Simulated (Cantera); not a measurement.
Feed: 1 mol PbO, 0.49 mol H2, 3.3 mol N2, at 0.100 bar.

These are equilibrium values from Cantera (NASA tables, ideal gas, pure condensed phases), not measurements of a reactor. Candidate condensed phases: H2O, Pb, PbO, PbO2, Pb3O4; 27 gas species. Each liquid is taken as pure. Mutual solubility and eutectic melting of coexisting phases are not modelled. Gases not in the tables: (PbO)n polymers. The numbers say what is thermodynamically allowed, not how fast it happens.

Question: Which condensed phases are stable at each of these points (T (K)): 450, 550, 650, 750, 850, 950, 1050, 1150, 1250, 1350?

Answer: 
```json
[
 {"T (K)": "450", "condensed phases": "Pb(s) + PbO(red)", "Pb condensed (%)": "100.0"},
 {"T (K)": "550", "condensed phases": "Pb(s) + PbO(red)", "Pb condensed (%)": "100.0"},
 {"T (K)": "650", "condensed phases": "Pb(l) + PbO(red)", "Pb condensed (%)": "100.0"},
 {"T (K)": "750", "condensed phases": "Pb(l) + PbO(red)", "Pb condensed (%)": "100.0"},
 {"T (K)": "850", "condensed phases": "Pb(l) + PbO(yellow)", "Pb condensed (%)": "100.0"},
 {"T (K)": "950", "condensed phases": "Pb(l) + PbO(yellow)", "Pb condensed (%)": "100.0"},
 {"T (K)": "1050", "condensed phases": "Pb(l) + PbO(yellow)", "Pb condensed (%)": "99.8"},
 {"T (K)": "1150", "condensed phases": "Pb(l) + PbO(yellow)", "Pb condensed (%)": "98.8"},
 {"T (K)": "1250", "condensed phases": "Pb(l) + PbO(l)", "Pb condensed (%)": "94.1"},
 {"T (K)": "1350", "condensed phases": "Pb(l) + PbO(l)", "Pb condensed (%)": "76.1"}
]
```

From 450 K to 550 K the condensed part is Pb(s) + PbO(red). From 650 K to 750 K the condensed part is Pb(l) + PbO(red). From 850 K to 1150 K the condensed part is Pb(l) + PbO(yellow). From 1250 K to 1350 K the condensed part is Pb(l) + PbO(l).
